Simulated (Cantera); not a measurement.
What does this Cantera script print?

```python
import numpy as np
import cantera as ct

gas_names = """
    N NO NO2 NO3 N2 N2O O O2 O3 Pb PbO Pb2
""".split()
cond_names = """
    Pb(cr) Pb(L) PbO(rd) PbO(yw) PbO(L) PbO2(s) Pb3O4(s)
""".split()


def load(file, names, dense=False):
    # The tables refer to 1 bar. Condensed volumes are neglected.
    table = {s.name: s for s in ct.Species.list_from_file(file)}
    out = []
    for n in names:
        d = dict(table[n].input_data)
        d["thermo"] = dict(d["thermo"], **{"reference-pressure": 1e5})
        if dense:
            d["equation-of-state"] = {"model": "constant-volume", "density": "1e6 g/cm^3"}
        out.append(ct.Species.from_dict(d))
    return out


gas = ct.Solution(thermo="ideal-gas", species=load("nasa_gas.yaml", gas_names))
cond = {s.name: ct.Solution(thermo="fixed-stoichiometry", species=[s], name=s.name)
        for s in load("nasa_condensed.yaml", cond_names, dense=True)}
atoms = {
    'Pb': {'Pb': 1},
    'O2': {'O': 2},
    'N2': {'N': 2},
}
top_T = {'Pb3O4(s)': 820}  # K; cautious upper limits of use, not melting points


def equilibrate(T, P, feed):
    n = {}
    for name, mol in feed.items():
        for a, k in atoms[name].items():
            n[a] = n.get(a, 0.0) + k * mol
    gas.TPX = T, P, n
    mass = sum(n.values()) * gas.mean_molecular_weight
    gas.equilibrate("TP")
    valid = [c for c in cond.values() if c.min_temp <= T <= top_T.get(c.name, c.max_temp)]
    mix = ct.Mixture([(gas, mass / gas.mean_molecular_weight)] + [(c, 0.0) for c in valid])
    mix.T, mix.P = T, P
    mix.equilibrate("TP", solver="vcs", rtol=1e-11, max_steps=5000)
    return mix


results = []
feed = {'Pb': 1, 'O2': 0.02, 'N2': 0.41}  # mol
P = 11  # Pa
for T in [573, 648, 723, 798, 873, 948, 1023, 1098, 1173]:
    mix = equilibrate(T, P, feed)
    results.append((T, P, feed, dict(zip(mix.species_names, mix.species_moles))))

top = {s: max(r[3][s] / sum(r[3][g] for g in gas_names) for r in results) for s in gas_names}
cols = sorted((s for s in top if top[s] > 0.0001), key=lambda s: -top[s])[:8]
seen = [c for c in cond_names if any(r[3].get(c, 0) > 1e-12 for r in results)]
print("log10 of partial pressures in bar; condensed amounts in mol")
print(f"{'T/K':>10s}" + "".join(f"{s[:9]:>10s}" for s in cols + seen))
for T, P, feed, n in results:
    ng = sum(n[g] for g in gas_names)
    print(f"{T:10.4g}" + "".join(f"{np.log10(max(n[s] / ng * P / 1e5, 1e-99)):10.3f}" for s in cols)
          + "".join(f"{n.get(c, 0):10.4g}" for c in seen))
```

Result:

```
log10 of partial pressures in bar; condensed amounts in mol
       T/K        N2        Pb       PbO    Pb(cr)     Pb(L)   PbO(rd)   PbO(yw)
       573    -3.959   -12.079   -17.476      0.96         0      0.04         0
       648    -3.959   -10.075   -14.476         0      0.96      0.04         0
       723    -3.959    -8.509   -12.111         0      0.96      0.04         0
       798    -3.959    -7.242   -10.201         0    0.9598         0      0.04
       873    -3.961    -6.197    -8.627         0    0.9576         0   0.03999
       948    -3.978    -5.320    -7.310         0    0.9413         0   0.03981
      1023    -4.083    -4.574    -6.192         0    0.8278         0   0.03681
      1098    -4.495    -4.126    -5.506         0         0         0         0
      1173    -4.495    -4.126    -5.506         0         0         0         0
```

Cantera equilibrium calculation (NASA polynomials, part measured and part estimated; ideal gas, pure solids and liquids). Mutual solubility and eutectic melting of coexisting phases are not modelled.
